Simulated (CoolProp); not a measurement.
The fluid at 298.15 K and 2.1 MPa flows at 4.9 m/s in a round tube of 4.6 mm bore and 0.25 µm roughness, fully developed (64/Re and Nu = 3.66 if laminar; Colebrook and Gnielinski if turbulent). The same conditions are run with several fluids, on thermodynamics alone (safety and materials aside).

Computed with CoolProp (reference Helmholtz-energy equation of state of each fluid (R124: de Vries 1995; C3F8 (R218): Lemmon 2006; n-hexane: Thol 2019; n-pentane: Thol 2019; R22: Kamei 1995)).

Rank R124, C3F8 (R218), n-hexane, n-pentane, R22 by Reynolds number, highest first.

R22 (208000), C3F8 (R218) (171000), R124 (120000), n-pentane (76000), n-hexane (48600)

| fluid | Darcy friction factor | pressure drop (Pa/m) | heat-transfer coefficient (W/(m² K)) | mass flow (kg/h) |
|---|---|---|---|---|
| R124 | 0.0177 | 62900 | 8540 | 400 |
| C3F8 (R218) | 0.0165 | 57900 | 7890 | 394 |
| n-hexane | 0.0212 | 36400 | 7790 | 193 |
| n-pentane | 0.0193 | 31400 | 8900 | 183 |
| R22 | 0.0160 | 49900 | 11100 | 351 |

Transport values come from each fluid's own correlations; those of R124, C3F8 (R218), n-pentane, R22 are estimates that may be off by 10 % or more.
